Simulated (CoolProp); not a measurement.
Neopentane at 413.53 K and 0.805 MPa is throttled through a valve to 0.209 MPa with no heat exchange. Each further row changes one setting.

Model: reference Helmholtz-energy equation of state, Lemmon 2006, in CoolProp. It is a short technical equation, of lower accuracy than the large ones.

```
case                        temperature change (K)  final density (kg/m³)
--------------------------  ----------------------  ---------------------
as stated                                        ?                      ?
outlet pressure 0.0627 MPa                       ?                      ?
outlet pressure 0.272 MPa                        ?                   5.99
```

### Question
Fill in the missing entries.

### Answer

- as stated, temperature change (K): -5.7
- as stated, final density (kg/m³): 4.57
- outlet pressure 0.0627 MPa, temperature change (K): -7.0
- outlet pressure 0.0627 MPa, final density (kg/m³): 1.35
- outlet pressure 0.272 MPa, temperature change (K): -5.1
